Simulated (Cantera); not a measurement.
## Catalytic stagnation flow on Pt

A jet of 2.46 % H2, 9.27 % O2, 88.3 % N2, equivalence ratio 0.13 at 300 K and 0.370 bar hits a platinum plate 8.9 cm away at a mass flux of 0.11 kg/m²/s; the plate temperature is set and raised in steps from an oxygen-covered start.

Computed with Cantera and Deutschmann's 1995 Pt surface mechanism with GRI-Mech 3.0 gas chemistry. Catalytic surfaces can have several steady states; this one follows from the mechanism file's or the stated starting coverage.

```json
[
 {"plate T (K)": "500", "wall x H2": "0.00119", "wall x O2": "0.0673", "wall x H2O": "0.0465", "wall x OH": "<1e-8", "θ free Pt": "0.0260", "θ O*": "0.947", "θ OH*": "0.0265"},
 {"plate T (K)": "550", "wall x H2": "0.00119", "wall x O2": "0.0673", "wall x H2O": "0.0462", "wall x OH": "<1e-8", "θ free Pt": "0.0275", "θ O*": "0.957", "θ OH*": "0.0152"},
 {"plate T (K)": "600", "wall x H2": "0.00118", "wall x O2": "0.0674", "wall x H2O": "0.0458", "wall x OH": "<1e-8", "θ free Pt": "0.0289", "θ O*": "0.962", "θ OH*": "0.00945"},
 {"plate T (K)": "650", "wall x H2": "0.00117", "wall x O2": "0.0675", "wall x H2O": "0.0456", "wall x OH": "<1e-8", "θ free Pt": "0.0305", "θ O*": "0.963", "θ OH*": "0.00632"},
 {"plate T (K)": "700", "wall x H2": "0.00110", "wall x O2": "0.0675", "wall x H2O": "0.0455", "wall x OH": "<1e-8", "θ free Pt": "0.0339", "θ O*": "0.961", "θ OH*": "0.00460"},
 {"plate T (K)": "750", "wall x H2": "0.000871", "wall x O2": "0.0673", "wall x H2O": "0.0457", "wall x OH": "<1e-8", "θ free Pt": "0.0448", "θ O*": "0.951", "θ OH*": "0.00382"},
 {"plate T (K)": "800", "wall x H2": "0.000592", "wall x O2": "0.0670", "wall x H2O": "0.0460", "wall x OH": "<1e-8", "θ free Pt": "0.0694", "θ O*": "0.927", "θ OH*": "0.00354"},
 {"plate T (K)": "850", "wall x H2": "0.000396", "wall x O2": "0.0669", "wall x H2O": "0.0461", "wall x OH": "<1e-8", "θ free Pt": "0.108", "θ O*": "0.889", "θ OH*": "0.00337"}
]
```
x: mole fraction at the wall; θ: surface coverage.
